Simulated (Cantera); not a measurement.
Input (Python, Cantera):

```python
import numpy as np
import cantera as ct

gas = ct.Solution("gri30.yaml")


def delay(T, t_max=10):
    gas.TPX = T, 63000, {'CH4': 1, 'CO': 0.095, 'O2': 4.36, 'N2': 16.4}
    reactor = ct.IdealGasReactor(gas, clone=False)
    net = ct.ReactorNet([reactor])
    net.rtol, net.atol = 1e-8, 1e-16
    while net.time < t_max:
        t_old, T_old = net.time, reactor.T
        net.step()
        if reactor.T > T + 400:  # ignition: a rise of 400 K
            return t_old + (T + 400 - T_old) / (reactor.T - T_old) * (net.time - t_old)
    return np.nan


taus = []
for T in [1300, 1350, 1400, 1450, 1500, 1550, 1600, 1650, 1700, 1750]:
    taus.append(delay(T))
    print(f"T0 = {T:6g} K   tau = {taus[-1]:.4e} s")
```

Result:

```
T0 =   1300 K   tau = 1.1039e-02 s
T0 =   1350 K   tau = 5.9552e-03 s
T0 =   1400 K   tau = 3.3877e-03 s
T0 =   1450 K   tau = 2.0320e-03 s
T0 =   1500 K   tau = 1.2806e-03 s
T0 =   1550 K   tau = 8.4260e-04 s
T0 =   1600 K   tau = 5.7470e-04 s
T0 =   1650 K   tau = 4.0377e-04 s
T0 =   1700 K   tau = 2.9084e-04 s
T0 =   1750 K   tau = 2.1402e-04 s
```

Cantera simulation using GRI-Mech 3.0 (53 species, 325 reactions); the numbers are that mechanism's predictions, not measurements.
